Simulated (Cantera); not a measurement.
## Hydrocarbon pyrolysis for carbon deposition

An isothermal, constant-pressure homogeneous reactor starts with 0.552 % CH4, 99.4 % N2, at 2000 K and 10.00 Torr.

Model: GRI-Mech 3.0 (53 species, 325 reactions), integrated in Cantera. GRI-Mech 3.0 stops at C3 and has no aromatics, soot or wall deposition, so with more carbon than oxygen in the feed, carbon stays in small species such as C2H2 where larger ones or solid carbon would form. Radical loss at walls, strong at low pressure, is not modelled.

```csv
t (s),x CH4,x CH2,x HCN,x C2H,x CH3,x C2H4
0.000100,0.00552,1.52e-10,<1e-12,<1e-12,4.04e-6,3.05e-11
0.000261,0.00551,2.32e-9,5.89e-12,<1e-12,1.24e-5,8.18e-10
0.000681,0.00549,2.76e-8,7.58e-11,<1e-12,3.87e-5,2.29e-8
0.00178,0.00541,2.03e-7,1.22e-9,6.90e-12,0.000111,5.40e-7
0.00464,0.00521,9.45e-7,2.29e-8,9.71e-10,0.000292,9.40e-6
0.0121,0.00448,3.49e-6,5.05e-7,6.30e-8,0.000648,0.000100
0.0316,0.00215,6.83e-6,1.07e-5,5.63e-7,0.000641,0.000167
0.0825,0.000486,3.93e-6,5.19e-5,1.02e-6,0.000196,1.66e-5
0.215,7.46e-5,1.27e-6,0.000113,1.38e-6,4.03e-5,7.48e-7
0.562,6.17e-6,1.69e-7,0.000162,1.68e-6,4.12e-6,1.03e-8
1.47,2.14e-7,9.11e-9,0.000171,1.99e-6,1.72e-7,2.22e-9
3.83,4.94e-8,3.83e-9,0.000171,2.71e-6,5.37e-8,2.12e-9
10.0,5.94e-9,1.17e-9,0.000171,4.34e-6,1.03e-8,1.99e-9
```
x: mole fraction; the columns are a selection and need not sum to one.

Equilibrium at this temperature and pressure: CH4 1.06e-9, CH2 7.15e-10, HCN 0.00535, C2H 1.87e-7, CH3 3.40e-9, C2H4 4.19e-11 (gas phase only).
